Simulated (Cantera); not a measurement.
Charge: 1 mol SO2, 1.1 mol O2, equilibrated at 1973 K and 0.200 bar.

Equilibrium computed with Cantera from the NASA thermochemical tables; the gas is ideal and each condensed phase is pure. Candidate condensed phases: S; 10 gas species. Rates play no part.

Base state: O2 0.523, SO2 0.475, SO3 0.000932, O 0.000877, SO 0.000170 (mole fractions); condensed: gas only.

What changes in the equilibrium state with this change: temperature from 1973 K to 2500 K?


```json
[
 {"species": "O2", "before": "0.523", "after": "0.508"},
 {"species": "SO2", "before": "0.475", "after": "0.460"},
 {"species": "O", "before": "0.000877", "after": "0.0231"},
 {"species": "S", "before": "2.08e-8", "after": "3.54e-5"},
 {"species": "SO", "before": "0.000170", "after": "0.00804"}
]
```

What changes in the equilibrium state with this change: temperature from 1973 K to 3523 K?


```csv
species,before,after
O,0.000877,0.515
O2,0.523,0.195
SO,0.000170,0.155
SO2,0.475,0.0809
S,2.08e-8,0.0538
S2,<1e-9,0.000665
S2O,<1e-9,3.10e-5
SO3,0.000932,8.37e-6
```
